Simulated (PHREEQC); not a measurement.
A PHREEQC speciation (ion-association model, phreeqc.dat) at 25 °C gives pH 9.82 and these molalities:

```json
[
 {"species": "NH3", "mol/kgw": "0.00228"},
 {"species": "NH4+", "mol/kgw": "0.000625"},
 {"species": "H2BO3-", "mol/kgw": "0.000557"},
 {"species": "H3BO3", "mol/kgw": "0.000143"},
 {"species": "OH-", "mol/kgw": "6.84e-5"}
]
```

Problem. What are the element totals, and what could have been dissolved in 1 kg of water to give them?

Solution. Several could match; the one computed here: totals B 0.000700, N(-3) 0.00290 mol/kgw, from 2.9 mmol/kgw NH3 and 0.7 mmol/kgw H3BO3.

No solid was allowed to form.
